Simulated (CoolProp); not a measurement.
Vapour-liquid equilibrium of n-butane (1) + R113 (2) at 362 K; x and y are mole fractions of (1).

Model: multi-fluid Helmholtz-energy mixture model, Bücker 2006 and Marx 1992; pair parameters Bell 2016, in CoolProp.

Question: Give the bubble pressure and the first vapour's composition at x = 0.15, 0.25, 0.65. Is there an azeotrope?

Answer: x = 0.15: 480.4 kPa, y = 0.380; x = 0.25: 573.8 kPa, y = 0.524; x = 0.65: 918.8 kPa, y = 0.832. No azeotrope shows between x = 0.05 and 0.95.

Pair parameters are fitted to limited data, so mixtures are less certain than the pure fluids.
